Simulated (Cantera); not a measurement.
A perfectly stirred reactor is fed with CH₃OH : O₂ : N₂ = 1 : 1.15 : 3 (molar parts), at 0.987 atm; it is adiabatic with a 498 K inlet, and is followed from long to short residence time, starting on the burning branch (τ in s: 0.44, 0.2, 0.088, 0.039, 0.017, 0.0078, 0.0035, 0.0016, 0.00069, 0.00031, 0.00014, 6.2e-05, 2.8e-05).

Cantera simulation using GRI-Mech 3.0 (53 species, 325 reactions); the numbers are that mechanism's predictions, not measurements. GRI-Mech 3.0 was tuned for natural gas; its chemistry of methanol as a main component is partial and can be far from experiment.

One state of this run: T (K) = 2438; x CH₃OH = 5.21e-7; x O₂ = 0.00117; x CH₄ = 2.37e-7; x HCN = 1.29e-7; x HCO = 1.00e-7; x H₂O = 0.284; x C₂H₄ = 4.22e-12. x: mole fraction; the columns are a selection and need not sum to one.

Problem. Which value of τ (s) does it belong to?
A. 0.088
B. 0.20
C. 0.017
D. 0.00014

Solution. A, 0.088
